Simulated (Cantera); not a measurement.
Input: 1 mol TiO2, 1.8 mol CH4, 8.4 mol H2, at 1873.15 K and 75.0 Torr.

Method: chemical equilibrium by Gibbs-energy minimisation in Cantera with the NASA 1993 tables (ideal gas, pure condensed phases). Candidate condensed phases: C, C6H6, C7H8, C8H18, H2O, Ti, TiC, TiO, TiO2, Ti2O3, Ti3O5, Ti4O7; 113 gas species. Mutual solubility and eutectic melting of coexisting phases are not modelled. TiC: taken at fixed stoichiometry. Rates play no part.

Base state: H2 0.902, CO 0.0962, H 0.00194, H2O 0.000144 (mole fractions); condensed: TiC(s) + Ti2O3(s).

Task: What changes in the equilibrium state with this change: TiO2 replaced by PbO?

Result: 
| species | before | after |
|---|---|---|
| H2 | 0.902 | 0.855 |
| CO | 0.0962 | 0.0714 |
| Pb | 0 | 0.0714 |
| C2H2 (acetylene) | 4.13e-8 | 0.000267 |
| H2O | 0.000144 | 1.23e-6 |
| TiC(s), mol | 0.521 | 0 |
| Ti2O3(s), mol | 0.240 | 0 |
| C(graphite), mol | 0 | 0.792 |
Further candidate phases: Pb, PbO, PbO2, Pb3O4.
